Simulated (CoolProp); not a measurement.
Properties of dimethyl ether along the isobar 1.01 bar.

Model: reference Helmholtz-energy equation of state, Wu 2011, in CoolProp.

```tsv
T (K)	phase	speed of sound (m/s)	expansivity (1/kK)
145.7	liquid	1732	1.399
151.3	liquid	1701	1.412
156.9	liquid	?	1.426
162.6	liquid	?	1.442
168.2	liquid	1605	1.458
173.8	liquid	1572	1.476
179.5	liquid	?	1.495
185.1	liquid	1507	1.515
190.7	liquid	1474	1.537
196.4	liquid	?	?
202	liquid	1408	?
207.6	liquid	?	1.611
```

Question: Fill in the missing entries.

Answer: 
- 156.9, speed of sound (m/s): 1669
- 162.6, speed of sound (m/s): 1637
- 179.5, speed of sound (m/s): 1539
- 196.4, speed of sound (m/s): 1441
- 196.4, expansivity (1/kK): 1.560
- 202, expansivity (1/kK): 1.584
- 207.6, speed of sound (m/s): 1376
